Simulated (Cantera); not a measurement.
Equilibrium for hydrogen reduction and annealing atmospheres: CuO + H₂ + N₂

Input: 1 mol CuO, 19 mol H₂, 2.9 mol N₂, held at 1450 °C.

Equilibrium computed with Cantera from the NASA thermochemical tables; the gas is ideal and each condensed phase is pure. Candidate condensed phases: Cu, CuO, Cu(OH)₂, Cu₂O, H₂O; 27 gas species. The numbers say what is thermodynamically allowed, not how fast it happens.

```
P (Pa)   log p H₂  log p N₂  log p H₂O  log p Cu  log p H  n Cu(l)
-------  --------  --------  ---------  --------  -------  -------
10          -4.11     -4.90      -5.36     -5.36    -5.79        0
68          -3.28     -4.07      -4.53     -4.53    -5.38        0
460         -2.44     -3.24      -3.70     -3.70    -4.96        0
3200        -1.58     -2.38      -2.84     -3.67    -4.53    0.852
22000       -0.74     -1.54      -2.00     -3.67    -4.11    0.979
150000       0.09     -0.70      -1.16     -3.67    -3.69    0.997
1000000      0.91      0.12      -0.34     -3.67    -3.28    1.000
```
log p: log10 of the partial pressure in bar; n: condensed amount in mol.

From 10.0 Pa to 460 Pa nothing is condensed. From 3200 Pa to 1000000 Pa the condensed part is Cu(l). The main Cu-bearing gas is Cu throughout.
